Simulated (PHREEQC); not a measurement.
A solution holds 50 mmol/kgw TMAH and 15 mmol/kgw (CH3)4NCl, at 25 °C. Closed to the air; pH follows from the charge balance.

All values are PHREEQC results (ion-association model, wateq4f.dat), not measurements.

* **pH**: 12.60
* **ionic strength**: 0.0650 mol/kgw
* **total alkalinity**: 50.0 meq/kg

```csv
species,molality,activity,log γ
(CH3)4N+,0.0650,0.0519,-0.097
OH-,0.0500,0.0397,-0.101
Cl-,0.0150,0.0119,-0.100
```

Precipitation was switched off in this run. (CH3)4N+ isn't in the database: it is added as a free cation with an ion size of 4 Å.
